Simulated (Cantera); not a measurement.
Cantera with NASA thermochemical tables; ideal gases at 1 bar, condensed phases pure. Values are per mole of reaction as written; species without (g) are pure solids or liquids, kept so even where they would boil at 1 bar.

3 SiF₄(g) + 2 N₂(g) → Si₃N₄ + 6 F₂(g), with ΔH° = 4100.2 kJ and ΔS° = 98.3 J/K at 300 K.

How far is the shortcut ΔG° ≈ ΔH°(300 K) − T·ΔS°(300 K) from the full temperature-dependent value at 575, 625, 675, 725, 775, 825, 875, 925, 975, 1025 K?


```
T (K)  shortcut (kJ)  full (kJ)  difference (kJ)  difference in log10 K
-----  -------------  ---------  ---------------  ---------------------
575           4043.7     4043.4              0.2                  -0.02
625           4038.8     4038.5              0.2                  -0.02
675           4033.8     4033.6              0.3                  -0.02
725           4028.9     4028.6              0.3                  -0.02
775           4024.0     4023.7              0.3                  -0.02
825           4019.1     4018.8              0.3                  -0.02
875           4014.2     4013.8              0.4                  -0.02
925           4009.3     4008.8              0.4                  -0.02
975           4004.4     4003.9              0.5                  -0.03
1025          3999.4     3998.9              0.6                  -0.03
```
The shortcut ignores the heat-capacity change of the reaction.
